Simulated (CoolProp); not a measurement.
R124 along the isotherm 446.7 K: Z from the reference equation and from simpler models built on Tc = 395.4 K, pc = 3.624 MPa, ω = 0.288; each cubic takes its own stable root.

The numbers come from the reference Helmholtz-energy equation of state, de Vries 1995 in CoolProp.

| p (MPa) | phase | reference |
|---|---|---|
| 2.79 | gas | 0.8094 |
| 5.58 | supercritical | 0.5785 |
| 8.36 | supercritical | 0.4602 |
| 11.2 | supercritical | 0.5016 |
| 13.9 | supercritical | 0.5677 |
| 16.7 | supercritical | 0.6419 |
| 19.5 | supercritical | 0.7174 |
| 22.3 | supercritical | 0.7930 |
| 25.1 | supercritical | 0.8682 |
| 27.9 | supercritical | 0.9428 |
| 30.7 | supercritical | 1.017 |
| 33.5 | supercritical | 1.090 |
| 36.2 | supercritical | 1.160 |

How far does each simpler model (Redlich-Kwong, Peng-Robinson) lie from the reference over these 13 states: mean and median of the absolute difference, and the worst?


- Redlich-Kwong: mean 4.3 %, median 4.1 %, worst +6.5 % at 446.7 K and 11.2 MPa
- Peng-Robinson: mean 3.2 %, median 3.1 %, worst +7.2 % at 446.7 K and 8.36 MPa
